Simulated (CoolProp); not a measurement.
Vapour-liquid equilibrium of m-xylene (1) + n-undecane (2) at 0.343 MPa; x and y are mole fractions of (1).

The numbers come from the multi-fluid Helmholtz-energy mixture model, Zhou 2012 and Aleksandrov 2011; pair parameters Bell 2016 in CoolProp.

```json
[
 {"x": "0.05", "bubble temperature, mixture model (°C)": "248.5", "bubble temperature, Raoult's law (°C)": "247.6", "y, mixture model": "0.112", "y, Raoult's law": "0.138"},
 {"x": "0.125", "bubble temperature, mixture model (°C)": "242.3", "bubble temperature, Raoult's law (°C)": "240.5", "y, mixture model": "0.260", "y, Raoult's law": "0.309"},
 {"x": "0.2", "bubble temperature, mixture model (°C)": "236.5", "bubble temperature, Raoult's law (°C)": "234.1", "y, mixture model": "0.388", "y, Raoult's law": "0.444"},
 {"x": "0.275", "bubble temperature, mixture model (°C)": "231.0", "bubble temperature, Raoult's law (°C)": "228.3", "y, mixture model": "0.498", "y, Raoult's law": "0.553"},
 {"x": "0.35", "bubble temperature, mixture model (°C)": "225.8", "bubble temperature, Raoult's law (°C)": "223.1", "y, mixture model": "0.592", "y, Raoult's law": "0.641"},
 {"x": "0.425", "bubble temperature, mixture model (°C)": "220.9", "bubble temperature, Raoult's law (°C)": "218.2", "y, mixture model": "0.672", "y, Raoult's law": "0.714"},
 {"x": "0.5", "bubble temperature, mixture model (°C)": "216.2", "bubble temperature, Raoult's law (°C)": "213.8", "y, mixture model": "0.741", "y, Raoult's law": "0.775"},
 {"x": "0.575", "bubble temperature, mixture model (°C)": "211.8", "bubble temperature, Raoult's law (°C)": "209.7", "y, mixture model": "0.800", "y, Raoult's law": "0.826"},
 {"x": "0.65", "bubble temperature, mixture model (°C)": "207.6", "bubble temperature, Raoult's law (°C)": "205.8", "y, mixture model": "0.850", "y, Raoult's law": "0.868"},
 {"x": "0.725", "bubble temperature, mixture model (°C)": "203.7", "bubble temperature, Raoult's law (°C)": "202.3", "y, mixture model": "0.893", "y, Raoult's law": "0.905"},
 {"x": "0.8", "bubble temperature, mixture model (°C)": "199.9", "bubble temperature, Raoult's law (°C)": "199.0", "y, mixture model": "0.929", "y, Raoult's law": "0.936"},
 {"x": "0.875", "bubble temperature, mixture model (°C)": "196.5", "bubble temperature, Raoult's law (°C)": "195.9", "y, mixture model": "0.959", "y, Raoult's law": "0.963"},
 {"x": "0.95", "bubble temperature, mixture model (°C)": "193.2", "bubble temperature, Raoult's law (°C)": "193.0", "y, mixture model": "0.985", "y, Raoult's law": "0.986"}
]
```

The largest gap from Raoult's law is +2.7 K in bubble temperature, at x = 0.35. No azeotrope shows between x = 0.05 and 0.95.

Pair parameters are fitted to limited data, so mixtures are less certain than the pure fluids.
